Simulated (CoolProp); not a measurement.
Octamethyltrisiloxane (MDM) at 503.12 K and 1.99 MPa is throttled through a valve to 0.239 MPa with no heat exchange. Each further row changes one setting.

Model: reference Helmholtz-energy equation of state, Thol 2017, in CoolProp.

```
case                        temperature change (K)                       final phase  final density (kg/m³)
--------------------------  ----------------------  --------------------------------  ---------------------
as stated                                    -41.2  two-phase, vapour fraction 0.690                   24.4
outlet pressure 0.0717 MPa                   -67.6                               gas                   4.91
outlet pressure 0.311 MPa                    -28.5  two-phase, vapour fraction 0.505                   42.7
```
